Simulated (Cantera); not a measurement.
## Equilibrium for calcination and drying: MgCO₃ + H₂O

Feed: 1 mol MgCO₃, 6.2 mol H₂O, at 0.870 bar.

Method: chemical equilibrium by Gibbs-energy minimisation in Cantera with the NASA 1993 tables (ideal gas, pure condensed phases). Candidate condensed phases: C, C₆H₆, C₇H₈, C₈H₁₈, H₂O, Mg, MgCO₃, MgO, Mg(OH)₂; 116 gas species. Rates play no part.

```
T (°C)  x H₂O  x CO₂      x H₂      x CO      x O₂      x OH       x H       x O  n MgO(s)
------  -----  -----  --------  --------  --------  --------  --------  --------  --------
1275    0.861  0.139  0.000251  0.000113  0.000167   5.99e-5   5.23e-7   1.06e-7     1.000
1325    0.860  0.139  0.000375  0.000181  0.000254   9.87e-5   1.11e-6   2.42e-7     1.000
1375    0.860  0.139  0.000547  0.000282  0.000375  0.000158   2.23e-6   5.26e-7     1.000
1425    0.860  0.138  0.000779  0.000427  0.000542  0.000245   4.33e-6   1.09e-6     1.000
1475    0.859  0.138   0.00109  0.000632  0.000767  0.000372   8.08e-6   2.18e-6     1.000
1525    0.858  0.138   0.00149  0.000912   0.00107  0.000552   1.46e-5   4.18e-6     1.000
1575    0.857  0.137   0.00201   0.00129   0.00145  0.000800   2.55e-5   7.74e-6     1.000
1625    0.856  0.137   0.00266   0.00179   0.00195   0.00114   4.33e-5   1.39e-5     1.000
1675    0.854  0.136   0.00348   0.00243   0.00257   0.00159   7.15e-5   2.41e-5     1.000
1725    0.852  0.135   0.00449   0.00326   0.00334   0.00217  0.000115   4.08e-5     1.000
1775    0.849  0.134   0.00572   0.00429   0.00428   0.00293  0.000182   6.73e-5     1.000
1825    0.845  0.132   0.00720   0.00556   0.00542   0.00390  0.000280  0.000108     0.999
1875    0.841  0.130   0.00896   0.00710   0.00677   0.00511  0.000423  0.000170     0.999
```
x: gas mole fraction; n: condensed amount in mol.

From 1275 °C to 1875 °C the condensed part is MgO(s). The main Mg-bearing gas is Mg(OH)₂ throughout.
